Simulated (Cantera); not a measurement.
A closed system holds: 1 mol Si₂H₆, 0.28 mol O₂, 1.2 mol H₂, equilibrated at 0.133 bar.

Equilibrium computed with Cantera from the NASA thermochemical tables; the gas is ideal and each condensed phase is pure. Candidate condensed phases: H₂O, Si, SiO₂; 18 gas species. The feed counts by its element totals alone. Mutual solubility and eutectic melting of coexisting phases are not modelled. The tables hold silica as quartz up to 1696 K and as liquid above; real silica turns to tridymite and cristobalite and melts near 1996 K. Gases not in the tables: Si₂H₆ and higher silanes. Kinetics and transport are ignored.

Task: Which condensed phases are stable at each of these points (T (K)): 1175, 1275, 1375, 1475, 1575, 1675, 1775, 1875, 1975?

Result: 
```
T (K)        condensed phases  Si condensed (%)
-----  ----------------------  ----------------
1175   Si(s) + SiO₂(β-quartz)             100.0
1275   Si(s) + SiO₂(β-quartz)             100.0
1375   Si(s) + SiO₂(β-quartz)              99.9
1475   Si(s) + SiO₂(β-quartz)              99.5
1575   Si(s) + SiO₂(β-quartz)              97.0
1675   Si(s) + SiO₂(β-quartz)              85.0
1775                    Si(l)              72.0
1875                    Si(l)              72.0
1975                    Si(l)              71.9
```

From 1175 K to 1675 K the condensed part is Si(s) + SiO₂(β-quartz). From 1775 K to 1975 K the condensed part is Si(l).
